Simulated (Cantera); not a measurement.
Input (Python, Cantera) and output of one run.

```python
import numpy as np
import cantera as ct

gas_names = """
    CL CL2 H HCL H2 Si SiCL SiCL2 SiCL3 SiCL4 SiH SiHCL3 SiH2 SiH2CL2 SiH3 SiH3CL SiH4 Si2 Si3
""".split()
cond_names = """
    Si(cr) Si(L)
""".split()


# ... load() reads the species with a 1 bar reference pressure and builds the phases ...
atoms = {
    'SiCl4': {'Si': 1, 'CL': 4},
    'Cl2': {'CL': 2},
    'H2': {'H': 2},
}
top_T = {}  # K; cautious upper limits of use, not melting points


# ... equilibrate(T, P, feed) seeds the gas with the atoms and calls Mixture.equilibrate('TP', solver="vcs", rtol=1e-11, max_steps=5000) ...
results = []
T = 1273.15  # K
P = 55000  # Pa
for m in [1.7, 3.3, 4.9, 6.5, 8, 9.6, 11, 13, 14, 16, 18]:
    feed = {'SiCl4': 1, 'Cl2': 0.98, 'H2': m}  # mol
    mix = equilibrate(T, P, feed)
    results.append((T, P, feed, dict(zip(mix.species_names, mix.species_moles))))

top = {s: max(r[3][s] / sum(r[3][g] for g in gas_names) for r in results) for s in gas_names}
cols = sorted((s for s in top if top[s] > 0.001), key=lambda s: -top[s])[:8]
seen = [c for c in cond_names if any(r[3].get(c, 0) > 1e-12 for r in results)]
print("log10 of partial pressures in bar; condensed amounts in mol")
print(f"{'n(H2)':>10s}" + "".join(f"{s[:9]:>10s}" for s in cols + seen))
for T, P, feed, n in results:
    ng = sum(n[g] for g in gas_names)
    print(f"{feed['H2']:10.4g}" + "".join(f"{np.log10(max(n[s] / ng * P / 1e5, 1e-99)):10.3f}" for s in cols)
          + "".join(f"{n.get(c, 0):10.4g}" for c in seen))
```

Result:

```
log10 of partial pressures in bar; condensed amounts in mol
     n(H2)        H2       HCL     SiCL4    SiHCL3     SiCL3     SiCL2
       1.7    -0.981    -0.528    -0.838    -2.689    -2.765    -3.876
       3.3    -0.629    -0.675    -1.014    -2.366    -2.618    -3.406
       4.9    -0.516    -0.782    -1.148    -2.280    -2.589    -3.213
       6.5    -0.458    -0.864    -1.256    -2.247    -2.585    -3.098
         8    -0.424    -0.928    -1.342    -2.236    -2.591    -3.023
       9.6    -0.399    -0.985    -1.423    -2.234    -2.602    -2.964
        11    -0.383    -1.029    -1.486    -2.238    -2.613    -2.924
        13    -0.366    -1.083    -1.567    -2.248    -2.632    -2.880
        14    -0.359    -1.107    -1.605    -2.254    -2.641    -2.862
        16    -0.348    -1.151    -1.674    -2.268    -2.661    -2.832
        18    -0.339    -1.190    -1.737    -2.283    -2.681    -2.808
```

These are equilibrium values from Cantera (NASA tables, ideal gas, pure condensed phases), not measurements of a reactor. The tables' values for SiCl3 are old estimates; treat these amounts as uncertain.
